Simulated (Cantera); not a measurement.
Input: 1 mol BN, 37 mol Cl2, 7.9 mol N2, at 2173 K and 0.100 bar.

Equilibrium computed with Cantera from the NASA thermochemical tables; the gas is ideal and each condensed phase is pure. Candidate condensed phases: B, BN; 10 gas species. The tables' values for BCl2 are old estimates; treat these amounts as uncertain. The numbers say what is thermodynamically allowed, not how fast it happens.

Base state: Cl 0.840, N2 0.108, Cl2 0.0383, BCl3 0.0127, BCl2 0.000212 (mole fractions); condensed: gas only.

Question: What changes in the equilibrium state with this change: BN replaced by AlN?

Answer: 
```json
[
 {"species": "Cl", "before": "0.840", "after": "0.840"},
 {"species": "N2", "before": "0.108", "after": "0.108"},
 {"species": "Cl2", "before": "0.0383", "after": "0.0383"},
 {"species": "AlCl3", "before": "0", "after": "0.0127"},
 {"species": "BCl3", "before": "0.0127", "after": "0"},
 {"species": "BCl2", "before": "0.000212", "after": "0"},
 {"species": "AlCl2", "before": "0", "after": "0.000168"}
]
```
The tables' values for AlCl2 are old estimates; treat these amounts as uncertain. Further candidate phases: Al, AlCl3, AlN.

Question: What changes in the equilibrium state with this change: temperature from 2173 K to 1398 K?

Answer: 
```
species    before    after
-------  --------  -------
Cl2        0.0383    0.723
N2          0.108    0.180
Cl          0.840   0.0753
BCl3       0.0127   0.0214
BCl2     0.000212  4.73e-9
```
